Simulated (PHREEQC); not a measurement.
Model water analysis in mg/L, 25 °C, pH 6.07, pe 8.9:

```tsv
constituent	mg/L
Na	2.49
K	0.062
Ca	1.44
Mg	0.052
Cl	3.79
S(6) as SO4	0.806
Alkalinity as HCO3	3.65
Si as SiO2	0.0111
O(0) (dissolved oxygen)	0.00111
Sr	0.233
Ni	0.0204
Pb	1.05
```

Valence states are taken as typed.

The numbers come from PHREEQC with the ion-association model, wateq4f.dat.

This is a speciation only: nothing precipitates in the calculation.

Q: Order these C species by the share of C that they hold, largest first: HCO3-, PbCO3, PbHCO3+, CO2.

A: CO2 (65 %), HCO3- (35 %), PbCO3 (0.14 %), PbHCO3+ (0.12 %)

The pH is 6.07 and the ionic strength 0.000246 mol/kgw. Species that the database lacks are ignored.
